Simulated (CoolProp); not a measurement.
A single-stage vapour-compression cycle with the fluid: evaporating at 318.15 K (dew point), condensing at 385.15 K (bubble point), superheat 10 K, subcooling 2 K, compressor efficiency 0.85, no pressure losses. The same conditions are run with several fluids, on thermodynamics alone (safety and materials aside).

Model: reference Helmholtz-energy equation of state of each fluid (dimethyl carbonate: Zhou 2011; R1336mzz(E): Akasaka 2023; tetrahydrofuran: Fiedler 2023; isobutene: Lemmon 2005; benzene: Thol 2012; R1224YDZ: Akasaka 2023), in CoolProp.

| fluid | cooling COP | pressure ratio | discharge temperature (K) | refrigerating effect (kJ/kg) | volumetric capacity (kJ/m³) |
|---|---|---|---|---|---|
| dimethyl carbonate | 3.30 | 10.4 | 397.4 | 293 | 183 |
| R1336mzz(E) | 1.97 | 5.19 | 386.9 | 52.0 | 1300 |
| tetrahydrofuran | 3.32 | 7.55 | 404.6 | 317 | 415 |
| isobutene | 2.44 | 4.27 | 392.3 | 173 | 2160 |
| benzene | 3.32 | 8.26 | 403.2 | 307 | 266 |
| R1224YDZ | 2.49 | 5.23 | 386.0 | 78.9 | 1330 |
